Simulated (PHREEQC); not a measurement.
A solution holds 0.14 mol/kgw ZnSO4, 0.0032 mol/kgw ZnCl2, 0.19 mol/kgw HCl and 0.24 mol/kgw NaCl, at 25 °C. Closed to the air; pH follows from the charge balance.

Computed with PHREEQC (ion-association model, wateq4f.dat).

Each row changes one thing in this solution. This is a speciation only: nothing precipitates in the calculation.

```json
[
 {"case": "as made", "pH": "1.05", "ionic strength (mol/kgw)": "0.676", "Cl- (mol/kgw)": "0.401", "Zn+2 (mol/kgw)": "0.0895", "HSO4- (mol/kgw)": "0.0729", "SO4-2 (mol/kgw)": "0.0302", "SI of Goslarite (ZnSO4:7H2O)": "-2.04", "SI of Zincite(c) (ZnO)": "-10.73"},
 {"case": "ZnSO4 from 0.14 to 0.028 mol/kgw", "pH": "0.89", "ionic strength (mol/kgw)": "0.486", "Cl- (mol/kgw)": "0.425", "Zn+2 (mol/kgw)": "0.0219", "HSO4- (mol/kgw)": "0.0202", "SO4-2 (mol/kgw)": "0.00515", "SI of Goslarite (ZnSO4:7H2O)": "-3.32", "SI of Zincite(c) (ZnO)": "-11.63"},
 {"case": "temperature from 25 to 70 °C", "pH": "1.19", "ionic strength (mol/kgw)": "0.573", "Cl- (mol/kgw)": "0.338", "Zn+2 (mol/kgw)": "0.0559", "HSO4- (mol/kgw)": "0.102", "SO4-2 (mol/kgw)": "0.0194", "SI of Goslarite (ZnSO4:7H2O)": "-2.80", "SI of Zincite(c) (ZnO)": "-8.59"},
 {"case": "NaCl from 0.24 to 0.12 mol/kgw", "pH": "1.05", "ionic strength (mol/kgw)": "0.562", "Cl- (mol/kgw)": "0.292", "Zn+2 (mol/kgw)": "0.0927", "HSO4- (mol/kgw)": "0.0733", "SO4-2 (mol/kgw)": "0.0285", "SI of Goslarite (ZnSO4:7H2O)": "-1.98", "SI of Zincite(c) (ZnO)": "-10.69"},
 {"case": "NaCl replaced by CdCl2 at the same molality", "pH": "1.05", "ionic strength (mol/kgw)": "0.629", "Cl- (mol/kgw)": "0.331", "Zn+2 (mol/kgw)": "0.0931", "HSO4- (mol/kgw)": "0.0712", "SO4-2 (mol/kgw)": "0.0284", "SI of Goslarite (ZnSO4:7H2O)": "-2.03", "SI of Zincite(c) (ZnO)": "-10.72"}
]
```

Away from 25 °C the constants follow the database's enthalpies or fits; those with neither stay at their 25 °C values.
